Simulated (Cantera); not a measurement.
Input (Python, Cantera) and output of one run.

```python
import numpy as np
import cantera as ct

gas_names = [...]  # 49 gases of nasa_gas.yaml made of B, Cl, H, N, O
cond_names = """
    B(b) B(L) BN(s) B2O3(L) B3O3H3(cr) H2O(s) H2O(L) NH4CL(a) NH4CL(b)
""".split()


# ... load() reads the species with a 1 bar reference pressure and builds the phases ...
atoms = {
    'B': {'B': 1},
    'HCl': {'H': 1, 'CL': 1},
    'N2': {'N': 2},
    'H2O': {'H': 2, 'O': 1},
}
top_T = {'BN(s)': 3200}  # K; cautious upper limits of use, not melting points


# ... equilibrate(T, P, feed) seeds the gas with the atoms and calls Mixture.equilibrate('TP', solver="vcs", rtol=1e-11, max_steps=5000) ...
results = []
feed = {'B': 1, 'HCl': 2.5, 'N2': 0.81, 'H2O': 0.092}  # mol
T = 1600  # K
P = 250000  # Pa
mix = equilibrate(T, P, feed)
results.append((T, P, feed, dict(zip(mix.species_names, mix.species_moles))))
print(gas.report(threshold=0.001))
for i in range(1, mix.n_phases):
    print(f"{mix.phase(i).name:16s} {mix.phase_moles(i):12.5e} mol")
```

Output:

```
       temperature   1600 K
          pressure   2.5e+05 Pa
           density   0.67437 kg/m^3
  mean mol. weight   35.885 kg/kmol
   phase of matter   gas

                          1 kg             1 kmol
                     ---------------   ---------------
          enthalpy       -1.4024e+06       -5.0327e+07  J
   internal energy       -1.7732e+06        -6.363e+07  J
           entropy            6754.6        2.4239e+05  J/K
    Gibbs function        -1.221e+07       -4.3815e+08  J
 heat capacity c_p            1033.4             37083  J/K
 heat capacity c_v            801.68             28768  J/K

                      mass frac. Y      mole frac. X     chem. pot. / RT
                     ---------------   ---------------   ---------------
              BCL3          0.079962          0.024492            -75.57
              BOCL         0.0026496         0.0015272           -63.322
           B3O3CL3          0.046211         0.0088784           -189.96
               HCL           0.76154           0.74957            -31.91
                H2         0.0045708           0.08136           -20.385
                N2           0.10361           0.13273           -27.316
     [  +43 minor]         0.0014496         0.0014477

B(b)              0.00000e+00 mol
BN(s)             8.40483e-01 mol
B2O3(L)           9.73074e-04 mol
B3O3H3(cr)        0.00000e+00 mol
```

Cantera equilibrium calculation (NASA polynomials, part measured and part estimated; ideal gas, pure solids and liquids). Mutual solubility and eutectic melting of coexisting phases are not modelled. The tables' values for BOCl, BCl2 are old estimates; treat these amounts as uncertain. Gases not in the tables: H3BO3, BHCl2.
